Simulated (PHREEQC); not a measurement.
Model water analysis in mmol/kgw, 25 °C, pH 5.95, pe 8.6: Na 0.00389; K 0.000534; Ca 0.0204; Mg 0.00444; Cl 0.0266; S(6) 0.0104; Alkalinity (meq/kgw) 0.00635; Sr 2.11e-05; Cu(2) 0.000324; Ni 0.000475; Li 8.5e-05; Cd 0.000262; Pb 0.000309.

Cl is adjusted to close the charge balance.
Valence states are taken as typed.

Model: ion-association model, wateq4f.dat, run in PHREEQC.

| quantity | before | after |
|---|---|---|
| CO2 (mol/kgw) | 1.86e-5 | 6.50e-5 |
| HCO3- (mol/kgw) | 7.45e-6 | 2.63e-5 |
| CaSO4 (mol/kgw) | 3.84e-8 | 5.54e-7 |
| MgSO4 (mol/kgw) | 9.82e-9 | 1.42e-7 |
| SI of Tenorite (CuO) | -2.24 | -1.66 |
| SI of Pb(OH)2 (Pb(OH)2) | -2.79 | -2.23 |

Problem. What was changed between the two runs?
(A) all concentrations times 4 at the same typed pH
(B) pH from 5.95 to 6.95 at the same alkalinity
(C) Cu(2) from 0.000324 to 0.000972 mmol/kgw

Solution. A, all concentrations times 4 at the same typed pH

Precipitation was switched off in this run.
